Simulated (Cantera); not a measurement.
Charge: 1 mol Si, 16 mol HBr, 37 mol H₂, held at 950 °C and 1330 Pa.

These are equilibrium values from Cantera (NASA tables, ideal gas, pure condensed phases), not measurements of a reactor. Candidate condensed phases: Br₂, Si; 19 gas species. The tables' values for SiBr₃ are old estimates; treat these amounts as uncertain. Kinetics and transport are ignored.

Base state: H₂ 0.732, HBr 0.248, SiBr₂ 0.00922, SiBr₄ 0.00823, SiBr₃ 0.00112, SiHBr₃ 0.000452, Br 0.000274, SiH₂Br₂ 1.18e-5 (mole fractions); condensed: gas only.

Q: What changes in the equilibrium state with this change: 0.45 mol N₂ added?

A: 
```
species          before     after
-------------  --------  --------
H₂                0.732     0.713
HBr               0.248     0.277
SiBr₄           0.00823   0.00413
SiBr₂           0.00922   0.00363
N₂                    0   0.00154
SiH₂Br₂         1.18e-5   4.54e-6
SiHBr₃         0.000452  0.000198
SiBr₃           0.00112  0.000498
Si₃N₄(s), mol         0     0.184
```
N₂ is the only nitrogen source here; it is nearly inert below about 1500 K, so the nitride shown seldom forms there in practice. Further candidate phases: Si₃N₄.
